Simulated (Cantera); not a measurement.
A closed system holds: 1 mol CH3Cl, 0.027 mol F2, 1.3 mol H2, held at 700 °C and 0.110 bar.

Cantera equilibrium calculation (NASA polynomials, part measured and part estimated; ideal gas, pure solids and liquids). Rates play no part.

```csv
species,before,after
H2,0.675,0.682
HCl,0.303,0.301
HF,0.0163,0.0163
CH4,0.00644,0.00119
"C(graphite), mol",0.979,0.996
```
Gas species are given as mole fractions.

Question: Which change was made?
(A) temperature from 700 °C to 500 °C
(B) pressure from 0.110 bar to 0.000100 bar
(C) pressure from 0.110 bar to 0.0200 bar
(D) CH3Cl replaced by CCl4

Answer: C, pressure from 0.110 bar to 0.0200 bar
